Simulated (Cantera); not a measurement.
Charge: 1 mol CCl₄, 3.2 mol H₂, held at 800 K and 37.5 Torr.

These are equilibrium values from Cantera (NASA tables, ideal gas, pure condensed phases), not measurements of a reactor. Candidate condensed phases: C, C₆H₆, C₇H₈, C₈H₁₈; 91 gas species. The numbers say what is thermodynamically allowed, not how fast it happens.

Base state: HCl 0.772, H₂ 0.225, CH₄ 0.00340 (mole fractions); condensed: C(graphite).

### Question
What changes in the equilibrium state with this change: CCl₄ replaced by CF₄?

### Answer
| species | before | after |
|---|---|---|
| HF | 0 | 0.772 |
| H₂ | 0.225 | 0.225 |
| CH₄ | 0.00340 | 0.00340 |
| HCl | 0.772 | 0 |
| C(graphite), mol | 0.982 | 0.982 |

### Question
What changes in the equilibrium state with this change: H₂ from 3.2 to 4.4 mol?

### Answer
| species | before | after |
|---|---|---|
| HCl | 0.772 | 0.630 |
| H₂ | 0.225 | 0.361 |
| CH₄ | 0.00340 | 0.00875 |
| C(graphite), mol | 0.982 | 0.944 |
